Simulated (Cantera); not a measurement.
A closed system holds: 1 mol SiC, 0.042 mol H2O, a varied amount of H2, at 1602 °C and 2.10 bar.

Equilibrium computed with Cantera from the NASA thermochemical tables; the gas is ideal and each condensed phase is pure. Candidate condensed phases: C, C6H6, C7H8, C8H18, H2O, Si, SiC, SiO2; 123 gas species. Gases not in the tables: Si2H6 and higher silanes. Rates play no part.

### Question
At 110 mol H2, list the 6 most abundant gas species with their mole fractions, and the condensed phases.

### Answer
H2 0.999, H 0.000452, SiO 0.000222, CO 0.000159, CH4 8.88e-5, SiH2 2.38e-5. Condensed: SiC(s).
